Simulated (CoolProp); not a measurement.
A simple Rankine cycle with cyclohexane: condensing at 312.15 K, boiler at 0.0947 MPa, turbine inlet 366.6 K, turbine efficiency 0.8, pump efficiency 0.6, no recuperator. Each further row changes one setting.

The numbers come from the reference Helmholtz-energy equation of state, Zhou 2014 in CoolProp.

```tsv
case	thermal efficiency (%)	net work (kJ/kg)	heat in (kJ/kg)	turbine exit temperature (K)	volume ratio over the turbine
as stated	8.1	37.5	462	340.6	3.80
turbine inlet 386.6 K	8.0	39.8	495	361.0	3.80
condensing temperature 304.15 K	9.7	46.1	477	334.5	5.22
boiler pressure 0.0663 MPa	6.1	28.4	463	347.5	2.69
turbine efficiency 0.7	7.1	32.8	462	343.8	3.83
```
